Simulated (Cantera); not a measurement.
Charge: 1 mol SiH4, 2.6 mol N2, held at 1602 °C and 21.0 Pa.

These are equilibrium values from Cantera (NASA tables, ideal gas, pure condensed phases), not measurements of a reactor. Candidate condensed phases: Si, Si3N4; 18 gas species. The tables' values for SiN are old estimates; treat these amounts as uncertain. Gases not in the tables: Si2H6 and higher silanes. The numbers say what is thermodynamically allowed, not how fast it happens.

Base state: N2 0.532, H2 0.395, Si 0.0431, H 0.0284, SiH 0.000364, Si2 0.000324, Si2N 0.000242, SiN 0.000163 (mole fractions); condensed: Si(l).

Question: What changes in the equilibrium state with this change: SiH4 replaced by SiHCl3?

Answer: 
```csv
species,before,after
N2,0.532,0.550
SiCl2,0,0.206
HCl,0,0.171
H2,0.395,0.0172
Cl,0,0.0447
Si,0.0431,0.00187
H,0.0284,0.00593
SiCl,0,0.00200
SiCl3,0,0.00143
SiCl4,0,1.40e-5
Si3,7.40e-5,6.04e-9
"Si(l), mol",0.780,0
```
The tables' values for SiCl, SiCl3 are old estimates; treat these amounts as uncertain. Further candidate phases: NH4Cl.

Question: What changes in the equilibrium state with this change: temperature from 1602 °C to 477 °C?

Answer: 
```
species          before  after
-------------  --------  -----
H2                0.395  0.508
N2                0.532  0.492
Si               0.0431  <1e-9
H                0.0284  <1e-9
SiH            0.000364  <1e-9
Si2            0.000324  <1e-9
Si2N           0.000242  <1e-9
SiN            0.000163  <1e-9
Si3             7.40e-5  <1e-9
Si(l), mol        0.780      0
Si3N4(s), mol         0  0.333
```
N2 is the only nitrogen source here; it is nearly inert below about 1500 K, so the nitride shown seldom forms there in practice.

Question: What changes in the equilibrium state with this change: temperature from 1602 °C to 1477 °C?

Answer: 
```json
[
 {"species": "N2", "before": "0.532", "after": "0.558"},
 {"species": "H2", "before": "0.395", "after": "0.424"},
 {"species": "H", "before": "0.0284", "after": "0.0105"},
 {"species": "Si", "before": "0.0431", "after": "0.00715"},
 {"species": "Si2", "before": "0.000324", "after": "3.70e-5"},
 {"species": "Si3", "before": "7.40e-5", "after": "9.05e-6"},
 {"species": "SiN", "before": "0.000163", "after": "3.99e-5"},
 {"species": "SiH", "before": "0.000364", "after": "8.92e-5"},
 {"species": "Si2N", "before": "0.000242", "after": "6.79e-5"},
 {"species": "Si(l), mol", "before": "0.780", "after": "0.965"}
]
```
